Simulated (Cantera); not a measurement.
A closed system holds: 1 mol CF₄, 1.7 mol F₂, 4.4 mol H₂, at 0.100 bar.

Equilibrium computed with Cantera from the NASA thermochemical tables; the gas is ideal and each condensed phase is pure. Candidate condensed phases: C, C₆H₆, C₇H₈, C₈H₁₈; 95 gas species. Rates play no part.

x: gas mole fraction; n: condensed amount in mol.

```tsv
T (°C)	x HF	x H	x H₂	x F	x C₃	n C(graphite)
2402	0.892	0.0412	0.0635	0.00185	6.30e-5	0.973
2452	0.887	0.0483	0.0598	0.00256	0.000122	0.966
2502	0.882	0.0560	0.0559	0.00352	0.000231	0.958
2552	0.876	0.0642	0.0518	0.00480	0.000428	0.946
2602	0.869	…	…	…	…	0.929
2652	0.860	0.0822	0.0435	0.00875	0.00137	0.902
2702	0.849	0.0918	0.0395	0.0117	0.00238	0.860
2752	0.836	0.102	0.0356	0.0155	0.00406	0.795
2802	0.820	0.112	0.0321	0.0202	0.00680	0.690
2852	0.799	0.122	0.0288	0.0262	0.0112	0.524
2902	0.773	0.133	0.0258	0.0334	0.0181	0.261
2952	0.744	…	0.0233	…	0.0247	0
3002	0.721	0.159	0.0215	0.0521	0.0240	0
```

**Question.** What belongs in the gaps?

**Answer.** 
- 2952, x H: 0.145
- 2952, x F: 0.0420
- 2602, x H: 0.0730
- 2602, x H₂: 0.0476
- 2602, x F: 0.00651
- 2602, x C₃: 0.000775
